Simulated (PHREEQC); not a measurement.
Model water analysis in mg/L, 25 °C, pH 6.69, pe 12.2:

| constituent | mg/L |
|---|---|
| Na | 0.145 |
| K | 0.0502 |
| Ca | 0.0609 |
| Mg | 0.0221 |
| Cl | 0.333 |
| S(6) as SO4 | 0.0983 |
| Alkalinity as HCO3 | 0.0515 |
| N(5) as NO3 | 0.00313 |
| Pb | 0.00525 |
| Zn | 0.000739 |

Valence states are taken as typed.

Computed with PHREEQC (ion-association model, wateq4f.dat).

No solid was allowed to form.

Q: Order these Pb species by the share of Pb that they hold, largest first: PbCO3, PbOH+, Pb+2.

A: Pb+2 (91 %), PbOH+ (8.6 %), PbCO3 (0.35 %)

The ionic strength is 1.61e-5 mol/kgw. Complexes and solids missing from the database can't appear.
